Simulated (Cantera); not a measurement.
A perfectly stirred reactor is fed with CO : H2 : CH4 : O2 : N2 = 1 : 1 : 0.13 : 1.83 : 6.87 (molar parts), at 5.00 bar; it is adiabatic with a 423 K inlet, and is followed from long to short residence time, starting on the burning branch (τ in s: 0.028, 0.013, 0.0063, 0.003, 0.0014, 0.00066, 0.00031, 0.00015, 7e-05).

Detailed kinetics in Cantera: GRI-Mech 3.0 (53 species, 325 reactions).

### Question
Predict: blow-out, bracketed by the residence times tried; x(CO) at τ = 28.0 ms; x(H2) at τ = 28.0 ms; x(CH4) at τ = 28.0 ms; x(N2O) at τ = 28.0 ms; x(H2O2) at τ = 28.0 ms; x(CO) at τ = 1.40 ms; x(H2) at τ = 1.40 ms; x(CH4) at τ = 1.40 ms; x(N2O) at τ = 1.40 ms; x(H2O2) at τ = 1.40 ms.

### Answer
```
Item                                                                              Result
------------------------------------------------  --------------------------------------
blow-out, bracketed by the residence times tried  burning at 70.0 µs, the shortest tried
x(CO) at τ = 28.0 ms                                                             0.00105
x(H2) at τ = 28.0 ms                                                            0.000213
x(CH4) at τ = 28.0 ms                                                            7.77e-7
x(N2O) at τ = 28.0 ms                                                            7.01e-7
x(H2O2) at τ = 28.0 ms                                                           1.97e-7
x(CO) at τ = 1.40 ms                                                             0.00451
x(H2) at τ = 1.40 ms                                                            0.000816
x(CH4) at τ = 1.40 ms                                                            7.41e-6
x(N2O) at τ = 1.40 ms                                                            1.41e-6
x(H2O2) at τ = 1.40 ms                                                           3.61e-7
```
